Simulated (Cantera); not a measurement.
Feed: 1 mol Fe2O3, 0.67 mol C, 2.1 mol N2, equilibrated at 0.133 bar.

These are equilibrium values from Cantera (NASA tables, ideal gas, pure condensed phases), not measurements of a reactor. Candidate condensed phases: C, Fe, Fe(CO)5, FeO, Fe2O3, Fe3O4; 27 gas species. The tables' stoichiometric FeO is somewhat more stable than real wüstite, so its field is too wide. FeO: taken at fixed stoichiometry. The numbers say what is thermodynamically allowed, not how fast it happens.

x: gas mole fraction; n: condensed amount in mol.

```csv
T (°C),x N2,x CO,x CO2,x Fe,x NO,x FeO,n FeO(s),n FeO(l)
1277,0.758,0.123,0.119,5.08e-7,[?],6.77e-9,2.00,0
1327,0.758,0.123,0.119,1.29e-6,[?],2.25e-8,2.00,0
1377,0.758,0.123,0.119,3.09e-6,[?],6.91e-8,0,2.00
1427,0.758,0.123,0.119,6.67e-6,[?],1.89e-7,0,2.00
1477,0.758,0.123,0.119,1.37e-5,[?],4.84e-7,0,2.00
1527,0.758,0.123,0.119,2.71e-5,[?],1.18e-6,0,2.00
1577,0.758,0.123,0.119,5.15e-5,[?],2.71e-6,0,2.00
1627,0.758,0.123,0.119,9.44e-5,[?],5.98e-6,0,2.00
1677,0.758,0.123,0.119,0.000167,[?],1.26e-5,0,2.00
1727,0.758,0.123,0.119,0.000288,[?],2.56e-5,0,2.00
1777,0.758,0.122,0.119,0.000481,[?],5.01e-5,0,2.00
```

Task: Some entries are withheld; supply them.

Result: 
- 1277, x NO: 8.92e-8
- 1327, x NO: 2.20e-7
- 1377, x NO: 5.12e-7
- 1427, x NO: 1.13e-6
- 1477, x NO: 2.40e-6
- 1527, x NO: 4.87e-6
- 1577, x NO: 9.50e-6
- 1627, x NO: 1.79e-5
- 1677, x NO: 3.27e-5
- 1727, x NO: 5.78e-5
- 1777, x NO: 9.95e-5
